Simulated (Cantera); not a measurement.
A freely propagating, adiabatic, planar premixed flame of H₂ : O₂ : N₂ : H₂O = 1 : 0.185 : 0.88 : 0.066 (molar parts), equivalence ratio 2.7, unburnt at 498 K and 0.440 bar; mixture-averaged transport, grid criteria slope 0.08 and curve 0.16, no radiation.

Computed with Cantera and the H2/O2 subset of GRI-Mech 3.0, which has no nitrogen chemistry. Burning velocities carry a grid error of a few per cent, more on coarse grids.

Question: Predict: laminar burning velocity; thermal thickness; peak x(OH); peak x(H₂O₂); peak x(HO₂).

Answer: 
| Item | Value |
|---|---|
| laminar burning velocity | 439 cm/s |
| thermal thickness | 1.28 mm |
| peak x(OH) | 0.00109 |
| peak x(H₂O₂) | 9.53e-6 |
| peak x(HO₂) | 0.000162 |
